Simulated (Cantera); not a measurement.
## Thermodynamics of carbothermic reduction, feed Fe3O4 + CH4 + H2

Charge: 1 mol Fe3O4, 2.3 mol CH4, 1.2 mol H2, equilibrated at 1330 Pa.

Cantera equilibrium calculation (NASA polynomials, part measured and part estimated; ideal gas, pure solids and liquids). Candidate condensed phases: C, C6H6, C7H8, C8H18, Fe, Fe(CO)5, FeO, Fe(OH)2, Fe(OH)3, Fe2O3, Fe3O4, H2O; 114 gas species. Mutual solubility and eutectic melting of coexisting phases are not modelled. The tables' stoichiometric FeO is somewhat more stable than real wüstite, so its field is too wide. FeO: taken at fixed stoichiometry. Kinetics and transport are ignored.

| T (K) | log p H2 | log p CO | log p Fe | log p H2O | log p H | log p CO2 | log p OH | n Fe(γ) | n FeO(s) | n Fe(δ) | n Fe(l) |
|---|---|---|---|---|---|---|---|---|---|---|---|
| 1200 | -2.13 | -2.50 | -10.30 | -2.68 | -7.77 | -3.20 | -10.42 | 2.94 | 0.0554 | 0 | 0 |
| 1400 | -2.14 | -2.48 | -7.81 | -2.64 | -6.38 | -3.31 | -8.58 | 3.00 | 0 | 0 | 0 |
| 1600 | -2.15 | -2.47 | -5.96 | -2.62 | -5.34 | -3.42 | -7.22 | 3.00 | 0 | 0 | 0 |
| 1800 | -2.15 | -2.46 | -4.53 | -2.61 | -4.52 | -3.50 | -6.16 | 0 | 0 | 2.98 | 0 |
| 2000 | -2.17 | -2.47 | -3.44 | -2.61 | -3.87 | -3.57 | -5.32 | 0 | 0 | 0 | 2.77 |
| 2200 | -2.28 | -2.56 | -2.56 | -2.72 | -3.39 | -3.72 | -4.68 | 0 | 0 | 0 | 0.794 |
| 2400 | -2.35 | -2.60 | -2.47 | -2.78 | -2.97 | -3.81 | -4.14 | 0 | 0 | 0 | 0 |
| 2600 | -2.44 | -2.63 | -2.50 | -2.87 | -2.63 | -3.88 | -3.71 | 0 | 0 | 0 | 0 |
log p: log10 of the partial pressure in bar; n: condensed amount in mol.

At 1200 K the condensed part is Fe(γ) + FeO(s). From 1400 K to 1600 K the condensed part is Fe(γ). At 1800 K the condensed part is Fe(δ). From 2000 K to 2200 K the condensed part is Fe(l). From 2400 K to 2600 K nothing is condensed. The main Fe-bearing gas is Fe(OH)2 at 1200 K and Fe at 2600 K.
